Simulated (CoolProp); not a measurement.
Vapour-liquid equilibrium of R134a (1) + methanol (2) at 240 K; x and y are mole fractions of (1).

Computed with CoolProp (multi-fluid Helmholtz-energy mixture model, Tillner-Roth 1994 and de Reuck 1993; pair parameters Bell 2016).

| x | bubble pressure (MPa) | y at the bubble point | dew pressure at overall composition x (MPa) | liquid density (mol/L) |
|---|---|---|---|---|
| 0.05 | 0.01719 | 0.979 | 0.0003826 | 25.35 |
| 0.2 | 0.03966 | 0.992 | 0.0004540 | 22.87 |
| 0.35 | 0.04652 | 0.993 | 0.0005585 | 20.70 |
| 0.5 | 0.05023 | 0.994 | 0.0007257 | 18.77 |
| 0.65 | 0.05447 | 0.995 | 0.001036 | 17.06 |
| 0.8 | 0.06049 | 0.996 | 0.001811 | 15.53 |
| 0.95 | 0.06899 | 0.999 | 0.007190 | 14.14 |

No azeotrope shows between x = 0.05 and 0.95.

Pair parameters are fitted to limited data, so mixtures are less certain than the pure fluids. With so large a gap from Raoult's law the liquid may split in two, which this calculation doesn't test in full.
